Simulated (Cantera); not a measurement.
Input: 1 mol MgCl2, 1 mol HCl, 2.2 mol N2, 6.3 mol H2O, equilibrated at 2048 K.

Equilibrium computed with Cantera from the NASA thermochemical tables; the gas is ideal and each condensed phase is pure. Candidate condensed phases: H2O, Mg, MgCl2, MgO, Mg(OH)2, NH4Cl; 38 gas species. The numbers say what is thermodynamically allowed, not how fast it happens.

Problem. What share of the Mg ends up in condensed phases as a function of P (Pa), at 0.100, 1, 10, 100, 1000, 10000, 100000?

Solution. 
| P (Pa) | Mg condensed (%) | as |
|---|---|---|
| 0.100 | 0.0 | - |
| 1 | 0.0 | - |
| 10 | 9.3 | MgO(s) |
| 100 | 84.9 | MgO(s) |
| 1000 | 87.2 | MgO(s) |
| 10000 | 86.6 | MgO(s) |
| 100000 | 86.2 | MgO(s) |
